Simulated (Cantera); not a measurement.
Input (Python, Cantera):

```python
import numpy as np
import cantera as ct

gas = ct.Solution("gri30.yaml")
gas.TPX = 1250, 13332, {'CH4': 1, 'H2': 0.96}
reactor = ct.IdealGasConstPressureReactor(gas, energy="off", clone=False)
net = ct.ReactorNet([reactor])
net.rtol, net.atol = 1e-08, 1e-18
show = ['CH4', 'H2', 'C2H4', 'CH3', 'C2H2', 'C2H', 'C2H6']
times = np.geomspace(0.0008, 200, 15)

steps = ct.SolutionArray(gas, extra=["t"])
rows = []
print(f"{'t/s':>10s}{'T/K':>9s}{'P/Pa':>11s}" + "".join(f"{s:>11s}" for s in show))
for t in times:
    while net.time < t:
        t_next = net.step()
        steps.append(gas.state, t=t_next)
    rows.append([np.interp(t, steps.t, y) for y in (steps.T, steps.P, *steps(*show).X.T)])
    print(f"{t:10.3e}{rows[-1][0]:9.1f}{rows[-1][1]:11.4g}" + "".join(f"{x:11.3e}" for x in rows[-1][2:]))
rate = np.gradient(steps.T, steps.t)
print("integrator steps:", len(steps.t))
if steps.T.max() > steps.T[0] + 200:
    print(f"time of steepest temperature rise: {steps.t[rate.argmax()]:.4e} s")
gas.TPX = 1250, 13332, {'CH4': 1, 'H2': 0.96}
gas.equilibrate("TP")
print(f"equilibrium (TP): T = {gas.T:.1f} K  " + "  ".join(f"{s} {gas[s].X[0]:.3e}" for s in show))
```

It prints:

```
       t/s      T/K       P/Pa        CH4         H2       C2H4        CH3       C2H2        C2H       C2H6
 8.000e-04   1250.0  1.333e+04  5.102e-01  4.898e-01  1.195e-12  1.517e-07  7.251e-18  3.355e-29  2.084e-11
 1.944e-03   1250.0  1.333e+04  5.102e-01  4.898e-01  1.764e-11  3.683e-07  2.758e-16  3.018e-27  2.959e-10
 4.723e-03   1250.0  1.333e+04  5.102e-01  4.898e-01  2.560e-10  8.879e-07  1.112e-14  2.927e-25  4.206e-09
 1.148e-02   1250.0  1.333e+04  5.102e-01  4.898e-01  3.550e-09  2.062e-06  4.817e-13  2.929e-23  5.677e-08
 2.788e-02   1250.0  1.333e+04  5.102e-01  4.898e-01  4.222e-08  4.034e-06  2.050e-11  2.435e-21  6.124e-07
 6.775e-02   1250.0  1.333e+04  5.102e-01  4.898e-01  3.382e-07  5.326e-06  5.693e-10  8.925e-20  3.580e-06
 1.646e-01   1250.0  1.333e+04  5.102e-01  4.898e-01  1.958e-06  5.812e-06  9.467e-09  1.620e-18  1.125e-05
 4.000e-01   1250.0  1.333e+04  5.101e-01  4.898e-01  1.046e-05  6.513e-06  1.355e-07  2.599e-17  2.541e-05
 9.719e-01   1250.0  1.333e+04  5.100e-01  4.899e-01  4.854e-05  7.220e-06  1.753e-06  3.727e-16  4.139e-05
 2.362e+00   1250.0  1.333e+04  5.096e-01  4.901e-01  1.629e-04  7.469e-06  1.688e-05  3.715e-15  4.747e-05
 5.738e+00   1250.0  1.333e+04  5.088e-01  4.907e-01  3.957e-04  7.508e-06  1.119e-04  2.479e-14  4.855e-05
 1.394e+01   1250.0  1.333e+04  5.066e-01  4.921e-01  7.650e-04  7.545e-06  5.355e-04  1.198e-13  4.978e-05
 3.388e+01   1250.0  1.333e+04  5.011e-01  4.956e-01  1.335e-03  7.580e-06  1.867e-03  4.240e-13  5.132e-05
 8.231e+01   1250.0  1.333e+04  4.882e-01  5.040e-01  2.548e-03  7.646e-06  5.120e-03  1.204e-12  5.462e-05
 2.000e+02   1250.0  1.333e+04  4.595e-01  5.228e-01  5.364e-03  7.860e-06  1.230e-02  3.158e-12  6.383e-05
integrator steps: 524
equilibrium (TP): T = 1250.0 K  CH4 3.087e-01  H2 6.207e-01  C2H4 2.251e-02  CH3 1.012e-05  C2H2 4.790e-02  C2H 2.356e-11  C2H6 1.591e-04
```

Model: GRI-Mech 3.0 (53 species, 325 reactions), integrated in Cantera. GRI-Mech 3.0 stops at C3 and has no aromatics, soot or wall deposition, so with more carbon than oxygen in the feed, carbon stays in small species such as C2H2 where larger ones or solid carbon would form.
